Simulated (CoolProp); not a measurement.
Vapour-liquid equilibrium of ethanol (1) + o-xylene (2) at 0.977 MPa; x and y are mole fractions of (1).

Computed with CoolProp (multi-fluid Helmholtz-energy mixture model, Schroeder 2014 and Zhou 2012; pair parameters Bell 2016).

```json
[
 {"x": "0.05", "bubble temperature (K)": "498.0", "y at the bubble point": "0.385", "dew temperature at overall composition x (K)": "525.8", "liquid density (mol/L)": "6.540"},
 {"x": "0.2", "bubble temperature (K)": "456.7", "y at the bubble point": "0.734", "dew temperature at overall composition x (K)": "514.0", "liquid density (mol/L)": "7.469"},
 {"x": "0.35", "bubble temperature (K)": "443.7", "y at the bubble point": "0.815", "dew temperature at overall composition x (K)": "501.2", "liquid density (mol/L)": "8.222"},
 {"x": "0.5", "bubble temperature (K)": "437.3", "y at the bubble point": "0.855", "dew temperature at overall composition x (K)": "486.5", "liquid density (mol/L)": "9.067"},
 {"x": "0.65", "bubble temperature (K)": "432.6", "y at the bubble point": "0.888", "dew temperature at overall composition x (K)": "468.8", "liquid density (mol/L)": "10.12"},
 {"x": "0.8", "bubble temperature (K)": "428.4", "y at the bubble point": "0.927", "dew temperature at overall composition x (K)": "446.2", "liquid density (mol/L)": "11.50"},
 {"x": "0.95", "bubble temperature (K)": "424.3", "y at the bubble point": "0.979", "dew temperature at overall composition x (K)": "426.4", "liquid density (mol/L)": "13.35"}
]
```

No azeotrope shows between x = 0.05 and 0.95.

Pair parameters are fitted to limited data, so mixtures are less certain than the pure fluids.
